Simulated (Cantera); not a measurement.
Input (Python, Cantera):

```python
import numpy as np
import cantera as ct

surf = ct.Interface("ptcombust.yaml", "Pt_surf")
gas = surf.adjacent["gas"]
gas.TPX = 1000, 240000, {'H2': 0.012, 'O2': 0.17, 'N2': 0.79}
surf.TP = 1000, 240000
reactor = ct.FlowReactor(gas, clone=False)
reactor.area = 0.0001  # m2
reactor.surface_area_to_volume_ratio = 370  # 1/m
reactor.mass_flow_rate = 2.8 * reactor.area * gas.density  # inlet velocity 2.8 m/s
reactor.energy_enabled = False
wall = ct.ReactorSurface(surf, reactor, clone=False)
net = ct.ReactorNet([reactor])
net.rtol, net.atol = 1e-8, 1e-16
show, cover = ['H2', 'O2', 'H2O'], ['PT(S)', 'H(S)', 'O(S)', 'OH(S)', 'CO(S)', 'C(S)']

rows = []
print(f"{'z/m':>9s}{'u/(m/s)':>9s}" + "".join(f"{s:>13s}" for s in show + cover))
for z in [0.00033, 0.00071, 0.0015, 0.0033, 0.0071, 0.015, 0.033]:
    net.advance(z)
    rows.append([reactor.speed, *gas[show].X, *surf[cover].coverages])
    print(f"{z:9.4g}{rows[-1][0]:9.3g}" + "".join(f"{x:13.4e}" for x in rows[-1][1:]))
```

Result:

```
      z/m  u/(m/s)           H2           O2          H2O        PT(S)         H(S)         O(S)        OH(S)        CO(S)         C(S)
  0.00033      2.8   9.0677e-03   1.7354e-01   3.2983e-03   1.7655e-01   3.8102e-07   8.2107e-01   2.3777e-03  -1.3748e-29  -8.8313e-32
  0.00071     2.79   6.5658e-03   1.7250e-01   5.8156e-03   1.6226e-01   3.3880e-07   8.3528e-01   2.4626e-03  -1.7161e-27  -1.1796e-29
   0.0015     2.79   3.5564e-03   1.7125e-01   8.8436e-03   1.4733e-01   2.9469e-07   8.5012e-01   2.5485e-03   5.0754e-26   3.3646e-28
   0.0033     2.78   9.8813e-04   1.7018e-01   1.1428e-02   1.3633e-01   2.6220e-07   8.6106e-01   2.6105e-03  -1.0067e-26  -2.9989e-29
   0.0071     2.78   7.4824e-05   1.6980e-01   1.2346e-02   1.3276e-01   2.5166e-07   8.6461e-01   2.6305e-03   1.0614e-28   7.2779e-31
    0.015     2.78   3.6730e-07   1.6977e-01   1.2421e-02   1.3247e-01   2.5083e-07   8.6489e-01   2.6321e-03   1.0246e-29   7.0555e-32
    0.033     2.78   3.8892e-11   1.6977e-01   1.2422e-02   1.3247e-01   2.5083e-07   8.6489e-01   2.6321e-03   2.9482e-24   2.5375e-26
```

Model: Deutschmann's 1995 Pt surface mechanism with GRI-Mech 3.0 gas chemistry, integrated in Cantera. Catalytic surfaces can have several steady states; this one follows from the mechanism file's or the stated starting coverage. Mass transfer to the wall is taken as infinitely fast.
